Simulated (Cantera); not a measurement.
A perfectly stirred reactor is fed with H₂ : O₂ : N₂ = 0.79 : 1 : 0.71 (molar parts), at 0.132 atm; it is held at 1023 K, and followed from long to short residence time.

Detailed kinetics in Cantera: GRI-Mech 3.0 (53 species, 325 reactions). Radical loss at walls, strong at low pressure, is not modelled. The temperature is held fixed by assumption; the heat of reaction is taken as removed at once.

x: mole fraction; the columns are a selection and need not sum to one.

```json
[
 {"τ (s)": "17", "x H₂": "0.000224", "x O₂": "0.287", "x OH": "4.69e-5", "x N₂O": "1.08e-7", "x O": "6.63e-6", "x HO₂": "6.31e-6", "x H": "6.34e-7"},
 {"τ (s)": "4.2", "x H₂": "0.000584", "x O₂": "0.288", "x OH": "7.18e-5", "x N₂O": "9.02e-8", "x O": "1.92e-5", "x HO₂": "1.39e-5", "x H": "2.57e-6"},
 {"τ (s)": "1.0", "x H₂": "0.00145", "x O₂": "0.288", "x OH": "0.000119", "x N₂O": "6.99e-8", "x O": "5.49e-5", "x HO₂": "2.68e-5", "x H": "1.08e-5"},
 {"τ (s)": "0.25", "x H₂": "(withheld)", "x O₂": "0.288", "x OH": "(withheld)", "x N₂O": "(withheld)", "x O": "(withheld)", "x HO₂": "(withheld)", "x H": "(withheld)"},
 {"τ (s)": "0.062", "x H₂": "0.00685", "x O₂": "0.289", "x OH": "0.000389", "x N₂O": "3.34e-8", "x O": "0.000355", "x HO₂": "6.18e-5", "x H": "0.000172"},
 {"τ (s)": "0.015", "x H₂": "0.0141", "x O₂": "0.292", "x OH": "0.000753", "x N₂O": "2.01e-8", "x O": "0.000844", "x HO₂": "7.92e-5", "x H": "0.000696"},
 {"τ (s)": "0.0037", "x H₂": "0.0283", "x O₂": "0.296", "x OH": "0.00144", "x N₂O": "1.13e-8", "x O": "0.00189", "x HO₂": "9.12e-5", "x H": "0.00271"},
 {"τ (s)": "0.00092", "x H₂": "(withheld)", "x O₂": "0.304", "x OH": "(withheld)", "x N₂O": "(withheld)", "x O": "(withheld)", "x HO₂": "9.45e-5", "x H": "(withheld)"}
]
```

Q: Some entries are withheld; supply them.

A: 
- 0.25, x H₂: 0.00324
- 0.25, x OH: 0.000209
- 0.25, x N₂O: 5.05e-8
- 0.25, x O: 0.000144
- 0.25, x HO₂: 4.33e-5
- 0.25, x H: 4.29e-5
- 0.00092, x H₂: 0.0553
- 0.00092, x OH: 0.00261
- 0.00092, x N₂O: 5.81e-9
- 0.00092, x O: 0.00401
- 0.00092, x H: 0.00983
